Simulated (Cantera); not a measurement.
Cantera run, input and output.

```python
import numpy as np
import cantera as ct

gas = ct.Solution("gri30.yaml")


def delay(T, t_max=10):
    gas.TPX = T, 3500000, {'CO': 1, 'H2': 0.039, 'CH4': 0.79, 'O2': 2.5, 'N2': 9.4}
    reactor = ct.IdealGasConstPressureReactor(gas, clone=False)
    net = ct.ReactorNet([reactor])
    net.rtol, net.atol = 1e-8, 1e-16
    while net.time < t_max:
        t_old, T_old = net.time, reactor.T
        net.step()
        if reactor.T > T + 400:  # ignition: a rise of 400 K
            return t_old + (T + 400 - T_old) / (reactor.T - T_old) * (net.time - t_old)
    return np.nan


taus = []
for T in [1223, 1298, 1373, 1448, 1523, 1598, 1673]:
    taus.append(delay(T))
    print(f"T0 = {T:6g} K   tau = {taus[-1]:.4e} s")
```

Output:

```
T0 =   1223 K   tau = 1.0146e-03 s
T0 =   1298 K   tau = 4.0640e-04 s
T0 =   1373 K   tau = 1.7821e-04 s
T0 =   1448 K   tau = 8.4369e-05 s
T0 =   1523 K   tau = 4.2636e-05 s
T0 =   1598 K   tau = 2.2805e-05 s
T0 =   1673 K   tau = 1.2828e-05 s
```

Computed with Cantera and GRI-Mech 3.0 (53 species, 325 reactions). The pressure lies above the range GRI-Mech 3.0 was tuned for (to about 10 atm).
